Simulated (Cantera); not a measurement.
# Ignition delay

Mixture: 8.41 % CH4, 0.757 % C2H6, 0.294 % C3H8, 19.0 % O2, 71.5 % N2, equivalence ratio 1.1, at 0.340 bar, adiabatic and at constant volume. Ignition delay is the time to a rise of 400 K.

Detailed kinetics in Cantera: GRI-Mech 3.0 (53 species, 325 reactions).

| T0 (K) | delay (ms) |
|---|---|
| 1298 | 3.05 |
| 1373 | 1.27 |
| 1448 | 0.599 |
| 1523 | 0.316 |
| 1598 | 0.184 |
| 1673 | 0.117 |
| 1748 | 0.0791 |

```json
{
  "apparent activation energy between 1598 and 1748 K": "130 kJ/mol"
}
```
